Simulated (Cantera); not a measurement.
Feed: 1 mol TEOS, 29 mol H₂O, 5.3 mol H₂, held at 1000 °C and 0.0830 bar.

Equilibrium computed with Cantera from the NASA thermochemical tables; the gas is ideal and each condensed phase is pure. Candidate condensed phases: C, C₆H₆, C₇H₈, C₈H₁₈, H₂O, Si, SiC, SiO₂; 123 gas species. The feed counts by its element totals alone. The tables hold silica as quartz up to 1696 K and as liquid above; real silica turns to tridymite and cristobalite and melts near 1996 K. Gases not in the tables: Si(OH)₄. The numbers say what is thermodynamically allowed, not how fast it happens.

Problem. What is the equilibrium state?

Solution. x(H₂): 0.459
x(H₂O): 0.388
x(CO): 0.101
x(CO₂): 0.0517
x(H): 1.68e-6
n(SiO₂(β-quartz)): 1.00 mol
gas amount: 52.30 mol
log10 activity of C(graphite) (absent): -3.93
log10 activity of Si(s) (absent): -13.32
